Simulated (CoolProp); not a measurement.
Properties of the fluoroketone C6F12O (FK-5-1-12) along the isobar 9090 kPa (Tc = 441.8 K, pc = 1869 kPa, ω = 0.471).

The numbers come from the reference Helmholtz-energy equation of state, McLinden 2015 in CoolProp.

```csv
T (K),phase,Z,isothermal compressibility (1/MPa)
200.7,liquid,0.9114,0.0008988
229,liquid,0.8304,0.001156
257.3,liquid,[?],[?]
285.6,liquid,[?],0.002010
313.9,liquid,0.6882,[?]
342.2,liquid,[?],0.003771
370.6,liquid,0.6467,0.005342
398.9,liquid,0.6386,0.007738
```

Question: Some entries are withheld; supply them.

Answer: 
- 257.3, Z: 0.7693
- 257.3, isothermal compressibility (1/MPa): 0.001511
- 285.6, Z: 0.7230
- 313.9, isothermal compressibility (1/MPa): 0.002725
- 342.2, Z: 0.6631
